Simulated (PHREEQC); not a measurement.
PHREEQC input (ion-association model, phreeqc.dat):

```
SOLUTION 0
  temp 15
  units mmol/kgw
  pH 7 charge
  Cl 75.61
  Ba 3.3
  Li 69
  O(0) 1 O2(g) -0.68
SOLUTION 1-30
  temp 15
  units mmol/kgw
  pH 7 charge
  Cl 17.01
  Li 17
  O(0) 1 O2(g) -0.68
END
EXCHANGE 1-30
  X 0.039
  -equilibrate 1
END
SELECTED_OUTPUT 1
  -reset false
  -pH true
  -pe true
  -ionic_strength true
  -water true
  -step true
  -totals Ba Cl Li
  -molalities BaX2 LiX
PRINT
  -reset false
TRANSPORT
  -cells 30
  -shifts 120
  -lengths 0.00666667
  -time_step 720
  -dispersivities 0.01
  -boundary_conditions flux flux
  -correct_disp true
  -punch_cells 30
  -punch_frequency 4
END
```

Selected output (columns that matter, 23 of 31 rows; pore volumes added in front):

```
pore volumes	pH	mu	Ba	Cl	Li	m_BaX2	m_LiX
0	5.0473	0.01701	0	0.01701	0.017	0	0.039
0.15	5.0473	0.01701	0	0.01701	0.017	0	0.039
0.4167	5.0474	0.017176	0	0.017176	0.017166	0	0.039
0.55	5.0493	0.019152	0	0.019152	0.019142	0	0.039
0.6833	5.0544	0.025347	0	0.025347	0.025337	0	0.039
0.95	5.066	0.046138	0	0.046138	0.046128	0	0.039
1.0833	5.0698	0.055679	0	0.055679	0.055669	0	0.039
1.35	5.074	0.067879	0	0.067879	0.067869	0	0.039
1.4833	5.0749	0.071067	6.3867e-26	0.071066	0.071056	2.8299e-24	0.039
1.6167	5.0755	0.073011	3.8468e-24	0.073011	0.073001	1.6149e-22	0.039
1.8833	5.076	0.074809	2.0161e-21	0.074809	0.074799	8.0616e-20	0.039
2.0167	5.0761	0.075175	2.6964e-20	0.075175	0.075165	1.0677e-18	0.039
2.15	5.0762	0.075376	2.8386e-19	0.075376	0.075366	1.118e-17	0.039
2.4167	5.0762	0.075544	1.9096e-17	0.075544	0.075534	7.4878e-16	0.039
2.55	5.0762	0.075575	1.317e-16	0.075575	0.075565	5.1598e-15	0.039
2.6833	5.0762	0.075592	8.3906e-16	0.075592	0.075582	3.2859e-14	0.039
2.95	5.0762	0.075605	2.8914e-14	0.075605	0.075595	1.1319e-12	0.039
3.0833	5.0762	0.075607	1.6064e-13	0.075607	0.075597	6.2882e-12	0.039
3.35	5.0762	0.075609	4.6438e-12	0.075609	0.075599	1.8177e-10	0.039
3.4833	5.0762	0.07561	2.4438e-11	0.07561	0.0756	9.5661e-10	0.039
3.6167	5.0762	0.07561	1.2743e-10	0.07561	0.0756	4.988e-09	0.039
3.8833	5.0762	0.07561	3.4014e-09	0.07561	0.0756	1.3314e-07	0.039
4.0167	5.0762	0.07561	1.7466e-08	0.07561	0.0756	6.8363e-07	0.038999
```
